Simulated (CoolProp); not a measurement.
Values from CoolProp's reference Helmholtz-energy equation of state, Lemmon 2005. It is a short technical equation, of lower accuracy than the large ones.

Problem. Give the vapour pressure (bar), vapour density (kg/m³), liquid cp (kJ/(kg K)), surface tension (mN/m) of saturated cis-2-butene at 287.2 K.

Solution. 
| T (K) | p (bar) | vapour density (kg/m³) | liquid cp (kJ/(kg K)) | surface tension (mN/m) |
|---|---|---|---|---|
| 287.2 | 1.48 | 3.67 | 2.20 | 15.4 |

Surface tension comes from a separate correlation (Mulero 2014).
